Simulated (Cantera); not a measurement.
A closed system holds: 1 mol SiHCl₃, 0.035 mol HCl, 52 mol H₂, held at 14.0 mbar.

Method: chemical equilibrium by Gibbs-energy minimisation in Cantera with the NASA 1993 tables (ideal gas, pure condensed phases). Candidate condensed phases: Si; 19 gas species. Gases not in the tables: Si₂H₆ and higher silanes. The numbers say what is thermodynamically allowed, not how fast it happens.

Problem. Which condensed phases are stable at each of these points (T (°C)): 1802, 1827, 1852, 1877, 1902, 1927, 1952, 1977, 2002, 2027?

Solution. 
```json
[
 {"T (°C)": "1802", "condensed phases": "Si(l)", "Si condensed (%)": "24.9"},
 {"T (°C)": "1827", "condensed phases": "Si(l)", "Si condensed (%)": "10.9"},
 {"T (°C)": "1852", "condensed phases": "gas only", "Si condensed (%)": "0.0"},
 {"T (°C)": "1877", "condensed phases": "gas only", "Si condensed (%)": "0.0"},
 {"T (°C)": "1902", "condensed phases": "gas only", "Si condensed (%)": "0.0"},
 {"T (°C)": "1927", "condensed phases": "gas only", "Si condensed (%)": "0.0"},
 {"T (°C)": "1952", "condensed phases": "gas only", "Si condensed (%)": "0.0"},
 {"T (°C)": "1977", "condensed phases": "gas only", "Si condensed (%)": "0.0"},
 {"T (°C)": "2002", "condensed phases": "gas only", "Si condensed (%)": "0.0"},
 {"T (°C)": "2027", "condensed phases": "gas only", "Si condensed (%)": "0.0"}
]
```

From 1802 °C to 1827 °C the condensed part is Si(l). From 1852 °C to 2027 °C nothing is condensed.
